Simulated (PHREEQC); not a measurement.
# Leach liquor (model solution)

Consider water at 20 °C with 0.015 mol/kgw HCl, 0.0023 mol/kgw LiCl and 0.0015 mol/kgw MgSO4. Closed to the air; pH follows from the charge balance.

All values are PHREEQC results (ion-association model, wateq4f.dat), not measurements.

No solid was allowed to form.

Question: Estimate the pH.

Answer: pH 1.89.

Question: In which forms is Mg present?

Answer: Mg+2 95 %, MgSO4 5.3 % of the Mg.
